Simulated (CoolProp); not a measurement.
Properties of R1336mzz(E) at several states.

Values from CoolProp's reference Helmholtz-energy equation of state, Akasaka 2023.

```json
[
 {"T (K)": "313.8", "p (bar)": "16.3", "phase": "liquid", "density (kg/m³)": "1283", "cv (kJ/(kg K))": "0.8883", "Joule-Thomson coefficient (K/MPa)": "-0.1235", "isothermal compressibility (1/MPa)": "0.004302"},
 {"T (K)": "368.4", "p (bar)": "14.1", "phase": "liquid", "density (kg/m³)": "1040", "cv (kJ/(kg K))": "0.9281", "Joule-Thomson coefficient (K/MPa)": "0.8915", "isothermal compressibility (1/MPa)": "0.02636"},
 {"T (K)": "252.1", "p (bar)": "0.279", "phase": "liquid", "density (kg/m³)": "1453", "cv (kJ/(kg K))": "0.8592", "Joule-Thomson coefficient (K/MPa)": "-0.3215", "isothermal compressibility (1/MPa)": "0.001567"},
 {"T (K)": "311.9", "p (bar)": "9.22", "phase": "liquid", "density (kg/m³)": "1285", "cv (kJ/(kg K))": "0.8870", "Joule-Thomson coefficient (K/MPa)": "-0.1223", "isothermal compressibility (1/MPa)": "0.004295"}
]
```
